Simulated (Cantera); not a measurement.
Feed: 1 mol CS₂, 0.32 mol SO₂, 8 mol H₂, at 2300 K and 34.5 Torr.

Cantera equilibrium calculation (NASA polynomials, part measured and part estimated; ideal gas, pure solids and liquids). Candidate condensed phases: C, C₆H₆, C₇H₈, C₈H₁₈, H₂O, H₂SO₄, S; 123 gas species. The numbers say what is thermodynamically allowed, not how fast it happens.

Base state: H₂ 0.742, CO 0.0629, S₂ 0.0619, H 0.0389, SH 0.0273, CS 0.0258, S 0.0204, H₂S 0.0115 (mole fractions); condensed: gas only.

Question: What changes in the equilibrium state with this change: temperature from 2300 K to 775 K?

Answer: 
```tsv
species	before	after
H₂	0.742	0.605
H₂S	0.0115	0.289
H₂O	2.22e-6	0.0351
S₂	0.0619	5.22e-7
H	0.0389	<1e-9
CS	0.0258	<1e-9
S	0.0204	<1e-9
SH	0.0273	3.39e-8
CH₄	2.18e-7	0.0344
CO	0.0629	0.0279
CO₂	3.36e-8	0.00818
CS₂	0.00960	5.74e-6
COS	3.72e-5	0.000443
C(graphite), mol	0	0.431
```
